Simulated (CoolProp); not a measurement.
Vapour-liquid equilibrium of benzene (1) + o-xylene (2) at 504.3 K; x and y are mole fractions of (1).

The numbers come from the multi-fluid Helmholtz-energy mixture model, Thol 2012 and Zhou 2012; pair parameters Bell 2016 in CoolProp.

```tsv
x	bubble pressure (kPa)	y at the bubble point	dew pressure at overall composition x (kPa)	liquid density (mol/L)
0.05	705.5	0.117	669.4	6.425
0.2	925.1	0.406	756.4	6.624
0.35	1180	0.602	871.8	6.817
0.5	1443	0.733	1032	7.007
0.65	1701	0.827	1265	7.198
0.8	1954	0.903	1621	7.398
0.95	2213	0.975	2123	7.622
```

No azeotrope shows between x = 0.05 and 0.95.

Pair parameters are fitted to limited data, so mixtures are less certain than the pure fluids.
